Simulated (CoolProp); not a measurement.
Vapour-liquid equilibrium of benzene (1) + n-octane (2) at 0.229 MPa; x and y are mole fractions of (1).

Model: multi-fluid Helmholtz-energy mixture model, Thol 2012 and Beckmüller 2019; pair parameters Bell 2016, in CoolProp.

**Question.** Give the bubble temperature and the first vapour's composition at x = 0.05, 0.35, 0.5. Is there an azeotrope?

**Answer.** x = 0.05: 153.2 °C, y = 0.137; x = 0.35: 131.5 °C, y = 0.640; x = 0.5: 124.4 °C, y = 0.763. No azeotrope shows between x = 0.05 and 0.95.

The pair parameters rest on a limited set of measurements; away from them the model extrapolates.
